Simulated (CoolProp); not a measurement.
A closed Brayton cycle with dry air: compressor inlet 310.15 K and 1.7 MPa, high pressure 4.91 MPa, turbine inlet 660 K, compressor efficiency 0.89, turbine efficiency 0.85, recuperator effectiveness 0.95 (on enthalpy, no pinch check). Each further row changes one setting.

The numbers come from the reference Helmholtz-energy equation of state, Lemmon 2000 in CoolProp. It is a pseudo-pure fit of the blend.

```
case                           thermal efficiency (%)  net work (kJ/kg)  compressor to turbine work  compressor exit (K)  turbine exit (K)
-----------------------------  ----------------------  ----------------  --------------------------  -------------------  ----------------
as stated                                        16.1              25.3                        0.83                433.9             518.1
turbine inlet 610 K                               9.6              13.7                        0.90                433.9             477.6
compressor inlet 320.15 K                        13.6              21.2                        0.86                447.6             518.1
high pressure 4.17 MPa                           19.4              26.8                        0.79                412.4             537.6
recuperator effectiveness 0.5                    12.9              25.3                        0.83                433.9             518.1
```
